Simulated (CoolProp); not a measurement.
Properties of fluorine along the isotherm 155.2 K (Tc = 144.4 K, pc = 5.240 MPa, ω = 0.045).

Computed with CoolProp (reference Helmholtz-energy equation of state, de Reuck 1990).

```
p (MPa)  phase  density (kg/m³)  speed of sound (m/s)  expansivity (1/kK)  fugacity coefficient
-------  -----  ---------------  --------------------  ------------------  --------------------
0.00828    gas           0.2439                 217.8               6.452                0.9996
0.0134     gas           0.3948                 217.7               6.457                0.9993
0.0216     gas           0.6367                 217.7               6.465                0.9989
0.0349     gas            1.029                 217.6               6.479                0.9983
0.0564     gas            1.665                 217.5               6.501                0.9972
0.0912     gas            2.698                 217.3               6.537                0.9955
0.147      gas            4.360                 217.0               6.595                0.9927
0.238      gas            7.093                 216.5               6.692                0.9882
0.385      gas            11.56                 215.7               6.855                0.9810
0.621      gas            18.88                 214.3               7.130                0.9693
1          gas            31.06                 212.0               7.615                0.9506
1.62       gas            52.24                 208.2               8.544                0.9199
2.62       gas            90.48                 202.0               10.54                0.8708
```
